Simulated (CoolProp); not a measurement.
Vapour-liquid equilibrium of R113 (1) + n-hexane (2) at 0.0412 MPa; x and y are mole fractions of (1).

Computed with CoolProp (multi-fluid Helmholtz-energy mixture model, Marx 1992 and Thol 2019; pair parameters Bell 2016).

Q: Give the bubble temperature and the first vapour's composition at x = 0.15, 0.45, 0.55. Is there an azeotrope?

A: x = 0.15: 309.7 K, y = 0.318; x = 0.45: 302.7 K, y = 0.645; x = 0.55: 301.1 K, y = 0.718. No azeotrope shows between x = 0.05 and 0.95.

The pair parameters rest on a limited set of measurements; away from them the model extrapolates.
